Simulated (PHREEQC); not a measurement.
1.5 g of hydrous ferric oxide (600 m²/g; 0.2 weak and 0.005 strong sites per Fe, Dzombak-Morel constants, diffuse double layer) in 1 kg of water with 0.3 mol/kgw of an inert sodium salt and 0.00044 mol/kgw ZnCl2, at 25 °C; the pH is set by adding NaOH or the inert anion's acid. Oxygen alone is held at its pressure in air (log pO2 = -0.68). CO2 from the air is kept out. No solid was allowed to form.

The series has 17 steps of pH, from 4 to 10.

Computed with PHREEQC (ion-association model, wateq4f.dat).

Task: Near which pH is half of the Zn sorbed, and on which side is more sorbed?

Result: Near pH 6.3, with more sorbed at higher pH.

Task: At which pH does the surface charge pass through zero?

Result: Near pH 8.4.
